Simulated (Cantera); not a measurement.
Mixture: CH₃OH : O₂ : N₂ = 1 : 2.38 : 8.95 (molar parts), equivalence ratio 0.63, at 0.306 atm, adiabatic and at constant volume. Ignition delay is the time to a rise of 400 K.

Cantera simulation using GRI-Mech 3.0 (53 species, 325 reactions); the numbers are that mechanism's predictions, not measurements. GRI-Mech 3.0 was tuned for natural gas; its chemistry of methanol as a main component is partial and can be far from experiment.

Problem. What does this change do: pressure from 0.306 atm to 2.86 atm?

Solution. 
```csv
quantity,before,after
delay at 1050 K,0.511 s,73.6 ms
delay at 1100 K,0.182 s,25.8 ms
delay at 1150 K,70.9 ms,9.91 ms
delay at 1200 K,30.1 ms,4.15 ms
delay at 1250 K,13.8 ms,1.87 ms
delay at 1300 K,6.77 ms,0.908 ms
delay at 1350 K,3.54 ms,0.470 ms
apparent activation energy between 1250 and 1350 K,190 kJ/mol,190 kJ/mol
```

Problem. What does this change do: pressure from 0.306 atm to 0.918 atm?

Solution. 
```
quantity                                                before       after
--------------------------------------------------  ----------  ----------
delay at 1050 K                                        0.511 s     0.190 s
delay at 1100 K                                        0.182 s     67.1 ms
delay at 1150 K                                        70.9 ms     26.1 ms
delay at 1200 K                                        30.1 ms     11.0 ms
delay at 1250 K                                        13.8 ms     5.01 ms
delay at 1300 K                                        6.77 ms     2.45 ms
delay at 1350 K                                        3.54 ms     1.28 ms
apparent activation energy between 1250 and 1350 K  190 kJ/mol  190 kJ/mol
```
